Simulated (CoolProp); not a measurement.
R113 at 293.15 K and 2.11 MPa is throttled through a valve to 1.17 MPa with no heat exchange. Each further row changes one setting.

Values from CoolProp's reference Helmholtz-energy equation of state, Marx 1992.

| case | temperature change (K) | final density (kg/m³) |
|---|---|---|
| as stated | +0.4 | 1580 |
| outlet pressure 0.351 MPa | +0.7 | 1570 |
| outlet pressure 1.52 MPa | +0.2 | 1580 |
